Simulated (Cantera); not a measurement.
Mixture: C₃H₈ : O₂ : N₂ = 1 : 2.78 : 8.33 (molar parts), at 0.405 atm, adiabatic and at constant volume. Ignition delay is the time to a rise of 400 K.

Computed with Cantera and GRI-Mech 3.0 (53 species, 325 reactions). GRI-Mech 3.0 was tuned for natural gas; its chemistry of propane as a main component is partial and can be far from experiment.

Task: What does this change do: pressure from 0.405 atm to 0.316 atm?

Result: 
```
quantity                                                before       after
--------------------------------------------------  ----------  ----------
delay at 1248 K                                        3.01 ms     3.37 ms
delay at 1398 K                                       0.326 ms    0.379 ms
delay at 1548 K                                        79.3 µs     95.3 µs
delay at 1698 K                                        32.3 µs     39.6 µs
apparent activation energy between 1623 and 1773 K  120 kJ/mol  110 kJ/mol
```

Task: What does this change do: constant pressure in place of constant volume?

Result: 
```csv
quantity,before,after
delay at 1248 K,3.01 ms,3.34 ms
delay at 1398 K,0.326 ms,0.368 ms
delay at 1548 K,79.3 µs,91.8 µs
delay at 1698 K,32.3 µs,38.3 µs
apparent activation energy between 1623 and 1773 K,120 kJ/mol,110 kJ/mol
```
